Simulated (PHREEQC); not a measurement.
1 kg of water holding 0.011 mol MgCl2, 0.15 mol KCl and 0.01 mol SrCl2 is evaporated at 25 °C; the solids stay in contact with the brine. CO2 from the air is kept out. The run lets Bischofite, Brucite, Carnallite, Sylvite, MgCl2_4H2O precipitate or redissolve, and no other solid.

Computed with PHREEQC (Pitzer model, pitzer.dat).

Task: Predict ionic strength, Sylvite (mol), Cl in solution (mol/kgw) at water left (kg) = 0.02407, 0.00903.

Result: 
| water left (kg) | ionic strength | Sylvite (mol) | Cl in solution (mol/kgw) |
|---|---|---|---|
| 0.02407 | 6.10 | 0.0660 | 5.23 |
| 0.00903 | 8.71 | 0.134 | 6.39 |
